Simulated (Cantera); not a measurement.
Input: 1 mol MgO, 33 mol HF, 0.29 mol O₂, 2.7 mol NF₃, equilibrated at 133 Pa.

Equilibrium computed with Cantera from the NASA thermochemical tables; the gas is ideal and each condensed phase is pure. Candidate condensed phases: H₂O, Mg, MgF₂, MgO, Mg(OH)₂; 50 gas species. Kinetics and transport are ignored.

x: gas mole fraction; n: condensed amount in mol.

```tsv
T (K)	x HF	x F	x N₂	x MgF₂	x O₂	x NO	n MgF₂(s)
1323	0.800	0.148	0.0327	0.000758	0.0191	2.82e-5	0.969
1348	0.799	0.148	0.0327	0.00143	0.0191	3.29e-5	0.941
1373	0.798	0.148	0.0326	0.00262	0.0191	3.81e-5	0.892
1398	0.796	0.147	0.0326	0.00470	0.0190	4.39e-5	0.805
1423	0.794	0.147	0.0324	___	0.0190	___	___
1448	0.789	0.146	0.0322	0.0142	0.0189	5.70e-5	0.405
1473	0.781	0.144	0.0319	0.0237	0.0187	6.42e-5	0
1498	0.781	0.144	0.0319	0.0237	0.0187	7.27e-5	0
1523	0.781	0.144	0.0319	0.0237	0.0187	8.20e-5	0
1548	0.781	0.144	0.0319	0.0237	0.0186	9.21e-5	0
1573	0.781	0.144	0.0319	0.0237	0.0186	___	0
1598	0.781	0.144	0.0319	0.0237	0.0186	0.000115	0
1623	0.781	0.144	0.0319	0.0237	0.0186	0.000128	0
```

Task: Some entries are withheld; supply them.

Result: 
- 1573, x NO: 0.000103
- 1423, x MgF₂: 0.00826
- 1423, x NO: 5.02e-5
- 1423, n MgF₂(s): 0.656
